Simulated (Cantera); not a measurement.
An isothermal, constant-pressure homogeneous reactor starts with 27.3 % H₂, 22.7 % O₂, 50.0 % N₂, equivalence ratio 0.60, at 1175 K and 90.0 Torr.

Detailed kinetics in Cantera: GRI-Mech 3.0 (53 species, 325 reactions). The temperature is held fixed by assumption; the heat of reaction is taken as removed at once.

x: mole fraction; the columns are a selection and need not sum to one.

```
t (s)        x H₂   x O₂     x H₂O      x OH     x NO    x N₂O       x H
--------  -------  -----  --------  --------  -------  -------  --------
5.00e-6     0.273  0.227  1.21e-10  8.81e-11   <1e-12   <1e-12   1.57e-9
4.04e-5     0.273  0.227   3.30e-8   3.65e-9   <1e-12   <1e-12   3.81e-8
0.000326      [?]    [?]       [?]       [?]      [?]      [?]       [?]
0.00263   0.00146  0.105     0.313   0.00120  7.38e-6  2.70e-8  0.000554
0.0212    1.55e-5  0.105     0.316  0.000130  7.34e-6  3.46e-8   6.84e-7
0.171     6.83e-7  0.105     0.316   3.11e-5  7.37e-6  3.60e-8   8.79e-9
1.38      6.80e-8  0.105     0.316   1.01e-5  7.38e-6  3.45e-8  3.04e-10
11.2      2.15e-8  0.105     0.316   5.45e-6  7.37e-6      [?]  5.32e-11
90.0      2.11e-8  0.105     0.316   5.39e-6  7.37e-6  2.24e-9  5.18e-11
```

Fill in the missing entries.


- 0.000326, x H₂: 0.0884
- 0.000326, x O₂: 0.149
- 0.000326, x H₂O: 0.135
- 0.000326, x OH: 0.00728
- 0.000326, x NO: 4.05e-7
- 0.000326, x N₂O: 2.63e-9
- 0.000326, x H: 0.0964
- 11.2, x N₂O: 2.04e-8
